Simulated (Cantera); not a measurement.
Feed: 1 mol CsCl, 7.9 mol N2, 0.36 mol O2, held at 1227 °C and 0.000280 bar.

Method: chemical equilibrium by Gibbs-energy minimisation in Cantera with the NASA 1993 tables (ideal gas, pure condensed phases). Candidate condensed phases: Cs, CsCl; 18 gas species. Equilibrium is a limit: real reactors are often held back by kinetics, nucleation or transport.

Q: What is the equilibrium state?

A: 
| Item | Result |
|---|---|
| x(N2) | 0.853 |
| x(CsCl) | 0.108 |
| x(O2) | 0.0386 |
| x(NO) | 0.000546 |
| x(Cl) | 9.99e-5 |
| x(Cs) | 9.99e-5 |
| x(O) | 4.76e-5 |
| x(Cs2Cl2) | 2.25e-6 |
| gas amount | 9.261 mol |
| log10 activity of CsCl(l) (absent) | -4.12 |
| log10 activity of Cs(l) (absent) | -8.88 |
